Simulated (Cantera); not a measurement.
A closed system holds: 1 mol Nb2O5, 6.3 mol H2, 5.4 mol H2O, equilibrated at 1623 K and 75.0 Torr.

Method: chemical equilibrium by Gibbs-energy minimisation in Cantera with the NASA 1993 tables (ideal gas, pure condensed phases). Candidate condensed phases: H2O, Nb, NbO, NbO2, Nb2O5; 12 gas species. Condensed phases not in the tables: the oxides between NbO2 and Nb2O5. Equilibrium is a limit: real reactors are often held back by kinetics, nucleation or transport.

Base state: H2 0.538, H2O 0.461, H 0.000160 (mole fractions); condensed: Nb2O5(s).

Question: What changes in the equilibrium state with this change: pressure from 75.0 Torr to 1.00 Torr?

Answer: 
```
species          before    after
-------------  --------  -------
H2                0.538    0.537
H2O               0.461    0.461
H              0.000160  0.00139
OH              5.76e-6  4.99e-5
Nb2O5(s), mol      1.00    1.000
```

Question: What changes in the equilibrium state with this change: pressure from 75.0 Torr to 1.28 Torr?

Answer: 
```
species          before    after
-------------  --------  -------
H2                0.538    0.538
H2O               0.461    0.461
H              0.000160  0.00123
OH              5.76e-6  4.42e-5
Nb2O5(s), mol      1.00    1.000
```
